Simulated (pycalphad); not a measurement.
Computed with pycalphad from the COST 507 light-alloy database (1999), at 1 atm. The data set is of 1999 and partly superseded. Amounts are mole fractions of atoms.

**Question.** Give the equilibrium state of Al-5.19Si (at.%) at 550 K.

**Answer.** fcc, fraction 0.948, with 0.04 Si at.%; diamond (Si), fraction 0.052, with >99.99 Si at.%.

**Question.** Give the equilibrium state of Al-5.19Si (at.%) at 900 K.

**Answer.** liquid, fraction 0.990, with 5.2 Si at.%; fcc, fraction 0.010, with 0.57 Si at.%.
